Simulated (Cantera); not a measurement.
A closed system holds: 1 mol Si3N4, 0.56 mol CO2, 20 mol H2, at 1550 °C.

Equilibrium computed with Cantera from the NASA thermochemical tables; the gas is ideal and each condensed phase is pure. Candidate condensed phases: C, C6H6, C7H8, C8H18, H2O, Si, SiC, SiO2, Si2N2O, Si3N4; 151 gas species. Mutual solubility and eutectic melting of coexisting phases are not modelled. Gases not in the tables: Si2H6 and higher silanes. Rates play no part.

### Question
At 0.400 bar, list the 4 most abundant gas species with their mole fractions, and the condensed phases.

### Answer
H2 0.962, N2 0.0361, SiO 0.00113, H 0.000672. Condensed: SiC(s) + Si2N2O(s) + Si3N4(s).
